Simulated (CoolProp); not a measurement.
cis-2-butene along the isotherm 251.85 °C: density (kg/m³) from the reference equation and from simpler models built on Tc = 162.6 °C, pc = 42.36 bar, ω = 0.202; each cubic takes its own stable root.

Model: reference Helmholtz-energy equation of state, Lemmon 2005, in CoolProp. It is a short technical equation, of lower accuracy than the large ones.

```tsv
p (bar)	phase	reference	van der Waals	Redlich-Kwong	Soave-Redlich-Kwong
0.335	gas	0.4312	0.4312	0.4313	0.4312
0.635	gas	0.8185	0.8185	0.8186	0.8184
1.2	gas	1.551	1.551	1.551	1.550
2.28	gas	2.961	2.961	2.962	2.959
4.33	gas	5.675	5.675	5.680	5.670
8.2	gas	10.94	10.95	10.96	10.92
15.5	gas	21.43	?	21.51	21.34
29.5	gas	43.96	44.31	44.30	43.51
55.9	supercritical	?	103.7	?	95.26
106	supercritical	242.7	241.7	240.7	218.1
```

**Question.** Some entries are withheld; supply them.

**Answer.** 
- 15.5, van der Waals: 21.47
- 55.9, reference: 98.18
- 55.9, Redlich-Kwong: 100.3
